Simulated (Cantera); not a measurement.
Feed: 1 mol SiC, 0.76 mol H2O, 240 mol H2, at 1925 K and 0.000670 bar.

Cantera equilibrium calculation (NASA polynomials, part measured and part estimated; ideal gas, pure solids and liquids). Candidate condensed phases: C, C6H6, C7H8, C8H18, H2O, Si, SiC, SiO2; 123 gas species. Kinetics and transport are ignored.

Base state: H2 0.958, H 0.0361, CO 0.00293, Si 0.00279, SiO 0.000155, C2H2 (acetylene) 6.43e-5, SiH 5.75e-5, Si2C 5.49e-5 (mole fractions); condensed: SiC(s).

What changes in the equilibrium state with this change: H2 from 240 to 2.6 mol?


| species | before | after |
|---|---|---|
| H2 | 0.958 | 0.776 |
| CO | 0.00293 | 0.0956 |
| SiO | 0.000155 | 0.0837 |
| Si | 0.00279 | 0.0113 |
| H | 0.0361 | 0.0325 |
| C2H2 (acetylene) | 6.43e-5 | 3.15e-6 |
| Si2 | 2.57e-6 | 4.24e-5 |
| SiC(s), mol | 0.227 | 0.594 |
Gases not in the tables: Si2H6 and higher silanes.
